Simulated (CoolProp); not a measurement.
R410A along the isotherm 403.7 K: fugacity coefficient from the reference equation and from simpler models built on Tc = 344.5 K, pc = 4.901 MPa, ω = 0.296; each cubic takes its own stable root.

Computed with CoolProp (reference Helmholtz-energy equation of state, Lemmon 2003). It is a pseudo-pure fit of the blend.

| p (MPa) | phase | reference | van der Waals | Redlich-Kwong | Soave-Redlich-Kwong | Peng-Robinson |
|---|---|---|---|---|---|---|
| 1.75 | gas | 0.9272 | 0.9291 | 0.9254 | 0.9333 | 0.9228 |
| 3.5 | gas | 0.8582 | 0.8592 | 0.8540 | 0.8697 | 0.8509 |
| 5.25 | supercritical | 0.7928 | 0.7899 | 0.7857 | 0.8094 | 0.7843 |
| 7 | supercritical | 0.7308 | 0.7206 | 0.7208 | 0.7527 | 0.7231 |
| 8.75 | supercritical | 0.6729 | 0.6539 | 0.6606 | 0.7007 | 0.6680 |
| 10.5 | supercritical | 0.6206 | 0.5988 | 0.6083 | 0.6548 | 0.6202 |
| 12.3 | supercritical | 0.5744 | 0.5560 | 0.5646 | 0.6150 | 0.5790 |
| 14 | supercritical | 0.5382 | 0.5256 | 0.5317 | 0.5841 | 0.5471 |
| 15.8 | supercritical | 0.5068 | 0.5012 | 0.5040 | 0.5576 | 0.5194 |
| 17.5 | supercritical | 0.4826 | 0.4837 | 0.4831 | 0.5373 | 0.4980 |
| 19.3 | supercritical | 0.4615 | 0.4695 | 0.4652 | 0.5198 | 0.4793 |
| 21 | supercritical | 0.4450 | 0.4594 | 0.4514 | 0.5063 | 0.4647 |
| 22.8 | supercritical | 0.4305 | 0.4514 | 0.4396 | 0.4948 | 0.4519 |
| 24.5 | supercritical | 0.4190 | 0.4461 | 0.4305 | 0.4860 | 0.4418 |
